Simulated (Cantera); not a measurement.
Input (Python, Cantera) and output of one run.

```python
import numpy as np
import cantera as ct

gas_names = """
    H HO2 H2 H2O H2O2 Nb NbO NbO2 O OH O2 O3
""".split()
cond_names = """
    H2O(s) H2O(L) Nb(cr) Nb(L) NbO(s) NbO(L) NbO2(I) NbO2(II) NbO2(III) NbO2(L) Nb2O5(s) Nb2O5(L)
""".split()


# ... load() reads the species with a 1 bar reference pressure and builds the phases ...
atoms = {
    'Nb2O5': {'Nb': 2, 'O': 5},
    'H2': {'H': 2},
}
top_T = {}  # K; cautious upper limits of use, not melting points


# ... equilibrate(T, P, feed) seeds the gas with the atoms and calls Mixture.equilibrate('TP', solver="vcs", rtol=1e-11, max_steps=5000) ...
results = []
feed = {'Nb2O5': 1, 'H2': 8}  # mol
T = 1973  # K
P = 133.322  # Pa
mix = equilibrate(T, P, feed)
results.append((T, P, feed, dict(zip(mix.species_names, mix.species_moles))))
x = sorted(zip(gas.X, gas.species_names), reverse=True)
print(f"T = {T:g} K  P = {P:g} Pa  gas = {mix.phase_moles(0):.4g} mol")
print("   x: " + "  ".join(f"{s} {v:.3e}" for v, s in x if v > 0.0001))
print("   condensed (mol): " + ("  ".join(f"{mix.phase(i).name} {mix.phase_moles(i):.4g}"
      for i in range(1, mix.n_phases) if mix.phase_moles(i) > 1e-12) or "none"))
```

Output:

```
T = 1973 K  P = 133.322 Pa  gas = 8.157 mol
   x: H2 8.415e-01  H2O 1.221e-01  H 3.390e-02  NbO2 2.015e-03  OH 4.670e-04
   condensed (mol): NbO2(III) 1.984
```

Method: chemical equilibrium by Gibbs-energy minimisation in Cantera with the NASA 1993 tables (ideal gas, pure condensed phases). Condensed phases not in the tables: the oxides between NbO2 and Nb2O5.
